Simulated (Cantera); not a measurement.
Feed: 1 mol Si₃H₈, 0.014 mol Cl₂, 100 mol N₂, held at 1723 K and 0.0100 bar.

Method: chemical equilibrium by Gibbs-energy minimisation in Cantera with the NASA 1993 tables (ideal gas, pure condensed phases). Candidate condensed phases: NH₄Cl, Si, Si₃N₄; 28 gas species. The feed counts by its element totals alone. The numbers say what is thermodynamically allowed, not how fast it happens.

Question: What is the equilibrium state?

Answer: 
* **x(N₂)**: 0.960
* **x(H₂)**: 0.0389
* **x(H)**: 0.000360
* **x(HCl)**: 0.000267
* **x(Si)**: 3.86e-5
* **x(SiCl₂)**: 2.49e-6
* **x(SiN)**: 2.13e-6
* **x(Cl)**: 1.91e-6
* **x(Si₂N)**: 1.47e-6
* **n(Si₃N₄(s))**: 0.998 mol
* **gas amount**: 102.0 mol
* **log10 activity of Si(l) (absent)**: -0.41
